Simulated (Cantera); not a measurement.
An isothermal, constant-pressure homogeneous reactor starts with CH₄ : N₂ = 1 : 1 (molar parts), at 1973 K and 0.0133 bar.

Cantera simulation using GRI-Mech 3.0 (53 species, 325 reactions); the numbers are that mechanism's predictions, not measurements. GRI-Mech 3.0 stops at C3 and has no aromatics, soot or wall deposition, so with more carbon than oxygen in the feed, carbon stays in small species such as C2H2 where larger ones or solid carbon would form. Radical loss at walls, strong at low pressure, is not modelled.

One state of this run: x CH₄ = 0.00435; x C₂H₂ = 0.164; x H = 0.00429; x C₂H₆ = 2.14e-7; x CH₃ = 0.000747; x CH₂ = 7.41e-6; x H₂ = 0.492. x: mole fraction; the columns are a selection and need not sum to one.

Problem. Which value of t (s) does it belong to?
(A) 0.105
(B) 0.00152
(C) 0.0256
(D) 7.30

Solution. A, 0.105
